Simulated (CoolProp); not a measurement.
Vapour-liquid equilibrium of R1234yf (1) + R1234ze(E) (2) at -66.95 °C; x and y are mole fractions of (1).

Computed with CoolProp (multi-fluid Helmholtz-energy mixture model, Lemmon 2022 and Thol 2016; pair parameters Bell 2022).

Question: Give the bubble pressure and the first vapour's composition at x = 0.275, 0.725, 0.875. Is there an azeotrope?

Answer: x = 0.275: 0.008925 MPa, y = 0.432; x = 0.725: 0.01185 MPa, y = 0.833; x = 0.875: 0.01281 MPa, y = 0.929. No azeotrope shows between x = 0.05 and 0.95.

The pair parameters rest on a limited set of measurements; away from them the model extrapolates.
